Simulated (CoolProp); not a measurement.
Properties of n-heptane along the isotherm 600 K (Tc = 541.2 K, pc = 2774 kPa, ω = 0.349).

The numbers come from the reference Helmholtz-energy equation of state, Span 2003 in CoolProp. It is a short technical equation, of lower accuracy than the large ones.

| p (kPa) | phase | density (kg/m³) | conductivity (mW/(m K)) | fugacity coefficient |
|---|---|---|---|---|
| 1980 | gas | 49.26 | 52.2 | 0.8341 |
| 3960 | supercritical | 141.2 | 59.6 | 0.6789 |
| 5940 | supercritical | 285.9 | 66.1 | 0.5478 |
| 7930 | supercritical | 349.7 | 71.0 | 0.4647 |
| 9910 | supercritical | 383.0 | 74.8 | 0.4144 |
| 11900 | supercritical | 405.5 | 78.0 | 0.3819 |
| 13900 | supercritical | 422.6 | 80.7 | 0.3602 |
| 15900 | supercritical | 436.4 | 83.1 | 0.3458 |
| 17800 | supercritical | 447.5 | 85.2 | 0.3367 |
| 19800 | supercritical | 457.6 | 87.2 | 0.3308 |
| 21800 | supercritical | 466.5 | 89.0 | 0.3277 |
| 23800 | supercritical | 474.5 | 90.7 | 0.3269 |
| 25800 | supercritical | 481.7 | 92.3 | 0.3280 |
| 27700 | supercritical | 488.0 | 93.8 | 0.3305 |

Thermal conductivity comes from a separate model (Assael 2013).
